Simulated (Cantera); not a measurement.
Cantera with NASA thermochemical tables; ideal gases at 1 bar, condensed phases pure. Values are per mole of reaction as written; species without (g) are pure solids or liquids, kept so even where they would boil at 1 bar. VO: taken at fixed stoichiometry.

Question: Between 2275 and 2575 K, where is each reaction favourable under standard conditions?
- 2 VO + NO2(g) ⇌ N(g) + V2O4

Answer: 
- 2 VO + NO2(g) ⇌ N(g) + V2O4: ΔG° is -85 kJ at 2275 K and -86 kJ at 2575 K; it stays negative (K > 1). ΔH° is -71 kJ and ΔS° 6 J/K at 2575 K.
